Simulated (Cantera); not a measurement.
Input: 1 mol Ti(OiPr)4, 5.5 mol H2, at 1423.15 K and 0.170 bar.

Method: chemical equilibrium by Gibbs-energy minimisation in Cantera with the NASA 1993 tables (ideal gas, pure condensed phases). Candidate condensed phases: C, C6H6, C7H8, C8H18, H2O, Ti, TiC, TiO, TiO2, Ti2O3, Ti3O5, Ti4O7; 113 gas species. The feed counts by its element totals alone. TiC: taken at fixed stoichiometry. Equilibrium is a limit: real reactors are often held back by kinetics, nucleation or transport.

Base state: H2 0.829, CO 0.170, CH4 0.000445, H2O 7.40e-5, H 1.47e-5 (mole fractions); condensed: C(graphite) + TiC(s).

Q: What changes in the equilibrium state with this change: Ti(OiPr)4 replaced by TiCl4?

A: 
```tsv
species	before	after
H2	0.829	0.742
HCl	0	0.113
TiCl3	0	0.112
CO	0.170	0
TiCl4	0	0.0325
TiCl2	0	0.000537
CH4	0.000445	0
H2O	7.40e-5	0
H	1.47e-5	1.39e-5
C(graphite), mol	6.99	0
TiC(s), mol	1.00	0
```
The tables' values for TiCl2 are old estimates; treat these amounts as uncertain. Further candidate phases: TiCl2, TiCl3, TiCl4.
